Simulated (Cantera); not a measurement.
Feed: 1 mol c-C4F8, 0.046 mol CH4, 0.46 mol H2, equilibrated at 1875 °C and 1.60 Pa.

Cantera equilibrium calculation (NASA polynomials, part measured and part estimated; ideal gas, pure solids and liquids). Candidate condensed phases: C, C6H6, C7H8, C8H18; 95 gas species. The feed counts by its element totals alone. Kinetics and transport are ignored.

Base state: F 0.830, HF 0.141, CF2 0.0217, CF 0.00759, H 0.000133, C3 5.15e-5, C 3.71e-5, CF3 1.44e-5 (mole fractions); condensed: C(graphite).

Q: What changes in the equilibrium state with this change: pressure from 1.60 Pa to 10000 Pa?

A: 
| species | before | after |
|---|---|---|
| CF4 | 6.19e-6 | 0.524 |
| HF | 0.141 | 0.368 |
| CF2 | 0.0217 | 0.0797 |
| F | 0.830 | 0.0201 |
| CHF3 | <1e-9 | 1.08e-5 |
| C3 | 5.15e-5 | 8.23e-9 |
| C | 3.71e-5 | 5.94e-9 |
| CF3 | 1.44e-5 | 0.00806 |
| H | 0.000133 | 2.29e-6 |
| C(graphite), mol | 3.82 | 2.21 |
Gases not in the tables: C2F6 and larger saturated fluorocarbons.
